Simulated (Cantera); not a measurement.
Cantera run, input and output.

```python
import numpy as np
import cantera as ct

gas = ct.Solution("h2o2.yaml")
gas.TPX = 500, 99000, {'H2': 1, 'O2': 0.28, 'N2': 1.34}
flame = ct.FreeFlame(gas, width=0.04)
flame.set_refine_criteria(ratio=3, slope=0.08, curve=0.16)
flame.transport_model = "mixture-averaged"
flame.solve(loglevel=0, auto=True)
z, T = flame.grid, flame.T
thick = (T[-1] - T[0]) / np.gradient(T, z).max()
show = ['H2', 'O2', 'H', 'H2O2', 'O', 'OH']
print(f"laminar burning velocity  {flame.velocity[0] * 100:.3f} cm/s")
print(f"burnt temperature         {T[-1]:.1f} K")
print(f"thermal thickness         {thick * 1e3:.4f} mm")
print(f"grid points               {len(z)}")
z0 = z[flame.heat_release_rate.argmax()]
print(f"{'z/mm':>9s}{'T/K':>9s}{'u/(m/s)':>9s}" + "".join(f"{s:>11s}" for s in show))
rows = []
for k in (-3, -2, -1.5, -1, -0.5, -0.25, 0, 0.25, 0.5, 1, 2, 4, 8):
    zz = z0 + k * thick
    rows.append([k * thick, np.interp(zz, z, T), np.interp(zz, z, flame.velocity),
                 *(np.interp(zz, z, flame.X[gas.species_index(s)]) for s in show)])
    print(f"{rows[-1][0] * 1e3:9.3f}{rows[-1][1]:9.1f}{rows[-1][2]:9.3f}" + "".join(f"{x:11.3e}" for x in rows[-1][3:]))
```

Result:

```
laminar burning velocity  550.037 cm/s
burnt temperature         2100.0 K
thermal thickness         0.4326 mm
grid points               125
     z/mm      T/K  u/(m/s)         H2         O2          H       H2O2          O         OH
   -1.298    500.0    5.500  3.817e-01  1.069e-01  3.859e-16  2.729e-15  9.576e-15  1.646e-16
   -0.865    500.0    5.500  3.817e-01  1.069e-01  5.940e-14  3.410e-13  1.259e-12  2.163e-14
   -0.649    500.0    5.500  3.817e-01  1.069e-01  9.874e-12  1.540e-11  5.352e-11  9.231e-13
   -0.433    500.1    5.500  3.816e-01  1.069e-01  7.279e-09  1.659e-09  3.816e-09  1.124e-10
   -0.216    525.8    5.748  3.766e-01  1.070e-01  1.462e-04  7.781e-06  9.343e-06  7.210e-05
   -0.108    768.5    8.205  3.436e-01  1.002e-01  6.530e-03  2.055e-05  2.392e-04  6.688e-04
    0.000   1157.1   12.027  2.596e-01  6.884e-02  3.639e-02  2.451e-06  2.470e-03  1.693e-03
    0.108   1427.2   14.690  1.787e-01  2.243e-02  6.624e-02  1.232e-06  3.547e-03  3.492e-03
    0.216   1550.7   15.877  1.536e-01  5.228e-03  7.176e-02  7.659e-07  2.231e-03  3.969e-03
    0.433   1661.6   16.898  1.534e-01  1.116e-03  6.289e-02  4.896e-07  1.454e-03  4.280e-03
    0.865   1771.6   17.879  1.608e-01  6.414e-04  4.903e-02  2.833e-07  1.017e-03  4.255e-03
    1.730   1875.4   18.781  1.681e-01  3.649e-04  3.539e-02  1.465e-07  6.016e-04  3.768e-03
    3.461   1961.7   19.514  1.742e-01  1.748e-04  2.374e-02  7.126e-08  2.967e-04  2.945e-03
```

Model: the H2/O2 subset of GRI-Mech 3.0, which has no nitrogen chemistry, integrated in Cantera. Burning velocities carry a grid error of a few per cent, more on coarse grids.
